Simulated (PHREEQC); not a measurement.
# Metal-bearing waste water (model solution)

A solution holds 0.0073 mol/kgw FeSO4, 0.0017 mol/kgw NaH2PO4 and 0.00024 mol/kgw HCl, at 25 °C. Closed to the air; pH follows from the charge balance.

The numbers come from PHREEQC with the ion-association model, phreeqc.dat.

This is a speciation only: nothing precipitates in the calculation.

Estimate the pH, ionic strength.

pH 3.82; ionic strength 0.0228 mol/kgw.

In which forms is Na present?

Na+ 98 %, NaSO4- 1.6 % of the Na.
